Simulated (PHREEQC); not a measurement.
**Buffer (model solution)**

A solution holds 0.0079 mol NaHSO4 and 4.3e-05 mol NH3 per kg of water, at 25 °C. Closed to the air; pH follows from the charge balance.

All values are PHREEQC results (ion-association model, phreeqc.dat), not measurements.

This is a speciation only: nothing precipitates in the calculation.

**Question.** Estimate the pH.

**Answer.** pH 2.28.

**Question.** In which forms is Na present?

**Answer.** Na+ 98 %, NaSO4- 1.7 % of the Na.
